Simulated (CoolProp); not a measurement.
R1336mzz(E) along the isotherm 136.85 °C: fugacity coefficient from the reference equation and from simpler models built on Tc = 130.4 °C, pc = 2.779 MPa, ω = 0.413; each cubic takes its own stable root.

Values from CoolProp's reference Helmholtz-energy equation of state, Akasaka 2023.

| p (MPa) | phase | reference | van der Waals | Redlich-Kwong | Soave-Redlich-Kwong |
|---|---|---|---|---|---|
| 0.261 | gas | 0.9683 | 0.9732 | 0.9696 | 0.9700 |
| 0.521 | gas | 0.9371 | 0.9467 | 0.9397 | 0.9404 |
| 0.782 | gas | 0.9063 | 0.9201 | 0.9099 | 0.9110 |
| 1.04 | gas | 0.8761 | 0.8938 | 0.8808 | 0.8823 |
| 1.3 | gas | 0.8460 | 0.8674 | 0.8517 | ? |
| 1.56 | gas | 0.8162 | 0.8408 | 0.8227 | 0.8249 |
| 1.82 | gas | 0.7866 | 0.8141 | 0.7938 | 0.7964 |
| 2.08 | gas | 0.7571 | 0.7870 | 0.7648 | 0.7679 |
| 2.34 | gas | 0.7275 | 0.7595 | 0.7357 | ? |
| 2.61 | gas | 0.6963 | ? | 0.7048 | 0.7091 |
| 2.87 | supercritical | 0.6654 | 0.6992 | 0.6738 | 0.6790 |
| 3.13 | supercritical | 0.6316 | 0.6626 | 0.6387 | 0.6464 |
| 3.39 | supercritical | 0.5953 | 0.6278 | ? | 0.6123 |
| 3.65 | supercritical | 0.5625 | ? | 0.5727 | 0.5814 |
| 3.91 | supercritical | 0.5336 | 0.5707 | 0.5454 | 0.5541 |
| 4.17 | supercritical | 0.5082 | ? | 0.5213 | 0.5298 |

Q: Complete the blanks.

A: 
- 1.3, Soave-Redlich-Kwong: 0.8535
- 2.34, Soave-Redlich-Kwong: 0.7393
- 2.61, van der Waals: 0.7298
- 3.39, Redlich-Kwong: 0.6037
- 3.65, van der Waals: 0.5974
- 4.17, van der Waals: 0.5473
